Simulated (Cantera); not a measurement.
Feed: 1 mol SiO2, 0.23 mol MgCl2, 0.12 mol O2, at 1225 °C and 101000 Pa.

Method: chemical equilibrium by Gibbs-energy minimisation in Cantera with the NASA 1993 tables (ideal gas, pure condensed phases). Candidate condensed phases: Mg, MgCl2, MgO, MgSiO3, Mg2SiO4, Si, SiO2; 20 gas species. Mutual solubility and eutectic melting of coexisting phases are not modelled. The tables hold silica as quartz up to 1696 K and as liquid above; real silica turns to tridymite and cristobalite and melts near 1996 K. Condensed phases not in the tables: alloys, solid solutions and most ternary compounds. Equilibrium is a limit: real reactors are often held back by kinetics, nucleation or transport.

Base state: Cl2 0.851, Cl 0.0528, MgCl2 0.0507, O2 0.0454, ClO 0.000279, SiCl4 1.11e-5 (mole fractions); condensed: MgSiO3(s) + SiO2(β-quartz).

Q: What changes in the equilibrium state with this change: pressure from 101000 Pa to 16.0 Pa?

A: 
```
species                before    after
-------------------  --------  -------
Cl                     0.0528    0.786
MgCl2                  0.0507    0.115
O2                     0.0454   0.0689
Cl2                     0.851   0.0298
SiCl4                 1.11e-5  8.93e-9
O                     8.35e-7  8.19e-5
ClO                  0.000279  6.44e-5
MgSiO3(s), mol          0.217    0.181
SiO2(β-quartz), mol     0.783    0.819
```

Q: What changes in the equilibrium state with this change: temperature from 1225 °C to 925 °C?

A: 
| species | before | after |
|---|---|---|
| Cl2 | 0.851 | 0.973 |
| O2 | 0.0454 | 0.0216 |
| Cl | 0.0528 | 0.00454 |
| MgCl2 | 0.0507 | 0.000687 |
| SiCl4 | 1.11e-5 | 2.24e-7 |
| ClO | 0.000279 | 2.65e-5 |
| MgSiO3(s), mol | 0.217 | 0.230 |
| SiO2(β-quartz), mol | 0.783 | 0.770 |
